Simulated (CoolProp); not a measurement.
Vapour-liquid equilibrium of n-octane (1) + n-dodecane (2) at 11.3 kPa; x and y are mole fractions of (1).

Computed with CoolProp (multi-fluid Helmholtz-energy mixture model, Beckmüller 2019 and Lemmon 2004; pair parameters Bell 2016).

```tsv
x	bubble temperature, mixture model (K)	bubble temperature, Raoult's law (K)	y, mixture model	y, Raoult's law
0.05	401.5	399.7	0.417	0.460
0.125	…	384.4	0.706	0.738
0.2	…	373.9	0.832	0.851
0.275	368.2	366.3	…	0.907
0.35	361.9	360.3	0.933	0.938
0.425	…	355.5	0.955	0.958
0.5	352.4	351.5	0.969	0.970
0.575	348.7	348.0	0.979	0.979
0.65	345.5	345.1	0.985	0.986
0.725	342.7	342.4	0.990	0.990
0.8	340.3	340.1	0.994	0.994
0.875	338.1	338.0	0.997	0.997
0.95	336.1	336.1	0.999	0.999
```

### Question
Some entries are withheld; supply them.

### Answer

- 0.125, bubble temperature, mixture model (K): 386.8
- 0.2, bubble temperature, mixture model (K): 376.2
- 0.275, y, mixture model: 0.896
- 0.425, bubble temperature, mixture model (K): 356.7

The largest gap from Raoult's law is +2.4 K in bubble temperature, at x = 0.125. No azeotrope shows between x = 0.05 and 0.95.

Pair parameters are fitted to limited data, so mixtures are less certain than the pure fluids.
